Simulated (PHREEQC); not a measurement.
Hard or scaling water

Consider water at 20 °C with 0.0071 mol/kgw CaCl2, 0.00097 mol/kgw Na2HPO4 and 0.28 mol/kgw NaCl. Closed to the air; pH follows from the charge balance.

The numbers come from PHREEQC with the ion-association model, phreeqc.dat.

Each row changes one thing in this solution. This is a speciation only: nothing precipitates in the calculation.

```
case                               pH  CaOH+ (mol/kgw)  SI of Halite (NaCl)
-------------------------------  ----  ---------------  -------------------
as made                          7.95          3.98e-8                -2.95
diluted 5-fold with water         [?]          1.88e-8                -4.23
NaCl from 0.28 to 0.14 mol/kgw    [?]              [?]                -3.48
NaCl from 0.28 to 0.028 mol/kgw  7.86          4.60e-8                -4.64
Na2HPO4 left out                 7.04          5.11e-9                -2.95
```

### Question
Fill in the missing entries.

### Answer

- diluted 5-fold with water, pH: 8.17
- NaCl from 0.28 to 0.14 mol/kgw, pH: 7.92
- NaCl from 0.28 to 0.14 mol/kgw, CaOH+ (mol/kgw): 4.22e-8

Complexes and solids missing from the database can't appear. Some of these states are supersaturated (in Hydroxyapatite, for instance).
